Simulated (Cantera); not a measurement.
A freely propagating, adiabatic, planar premixed flame of CH4 : H2 : O2 : N2 = 1 : 1.3 : 2.65 : 9.96 (molar parts), unburnt at 375 K and 1500 Torr; mixture-averaged transport, grid criteria slope 0.08 and curve 0.16, no radiation.

Model: GRI-Mech 3.0 (53 species, 325 reactions), integrated in Cantera. Burning velocities carry a grid error of a few per cent, more on coarse grids.

Problem. What does this change do: 0.54 parts H2O added?

Solution. 
```csv
quantity,before,after
laminar burning velocity,76.2 cm/s,64.0 cm/s
thermal thickness,0.180 mm,0.204 mm
peak x(HO2),0.000309,0.000308
peak x(H),0.00788,0.00635
```

Problem. What does this change do: 0.37 parts CO2 added?

Solution. 
```csv
quantity,before,after
laminar burning velocity,76.2 cm/s,63.3 cm/s
thermal thickness,0.180 mm,0.203 mm
peak x(HO2),0.000309,0.000282
peak x(H),0.00788,0.00632
```
